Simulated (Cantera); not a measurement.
Cantera run, input and output.

```python
import numpy as np
import cantera as ct

surf = ct.Interface("diamond.yaml", "diamond_100")
gas, bulk = surf.adjacent["gas"], surf.adjacent["diamond"]
k = surf.kinetics_species_index(bulk.species_names[0])
cover = ["c6HH", "c6H*", "c6*H", "c6**", "c6HM", "c6B"]

rows, drift = [], 0.0
print(f"{'xH':>10s}{'um/h':>11s}" + "".join(f"{s:>11s}" for s in cover))
for v in [0.0001, 0.00025, 0.00064, 0.0016, 0.0041, 0.01, 0.026, 0.066, 0.17]:
    T, P, xH, xCH3 = 1123, 3100, v, 0.00016
    gas.TPX = T, P, {"H": xH, "CH3": xCH3, "CH4": 0.029, "H2": 1 - xH - xCH3 - 0.029}
    surf.TP = bulk.TP = T, P
    surf.coverages = "c6H*:0.1, c6HH:0.9"
    surf.advance_coverages(100.0)
    before = surf.coverages
    surf.advance_coverages(100.0)
    drift = max(drift, np.max(np.abs(surf.coverages - before) / (surf.coverages + 1e-9)))
    rate = surf.net_production_rates[k] * bulk.mean_molecular_weight / bulk.density * 3.6e9
    rows.append([rate, *surf[cover].coverages])
    print(f"{v:10.4g}{rate:11.4e}" + "".join(f"{x:11.3e}" for x in rows[-1][1:]))
```

It prints:

```
        xH       um/h       c6HH       c6H*       c6*H       c6**       c6HM        c6B
    0.0001 9.6086e-02  5.944e-01  2.414e-02  3.630e-01  5.068e-03  6.465e-03  2.607e-10
   0.00025 2.4351e-01  5.365e-01  2.735e-02  4.113e-01  9.893e-03  7.918e-03  6.608e-10
   0.00064 5.5370e-01  5.074e-01  2.887e-02  4.342e-01  1.481e-02  8.549e-03  1.503e-09
    0.0016 1.1203e+00  4.956e-01  2.953e-02  4.439e-01  1.804e-02  7.881e-03  3.040e-09
    0.0041 2.0077e+00  4.918e-01  2.989e-02  4.491e-01  1.981e-02  5.909e-03  5.448e-09
      0.01 2.9157e+00  4.914e-01  3.014e-02  4.522e-01  2.061e-02  3.625e-03  7.912e-09
     0.026 3.6334e+00  4.918e-01  3.038e-02  4.540e-01  2.102e-02  1.761e-03  9.860e-09
     0.066 4.0155e+00  4.922e-01  3.071e-02  4.547e-01  2.123e-02  7.704e-04  1.090e-08
      0.17 4.2054e+00  4.923e-01  3.144e-02  4.543e-01  2.145e-02  3.138e-04  1.141e-08
```

Model: the Harris–Goodwin 1993 mechanism for the reconstructed diamond (100) surface, integrated in Cantera.
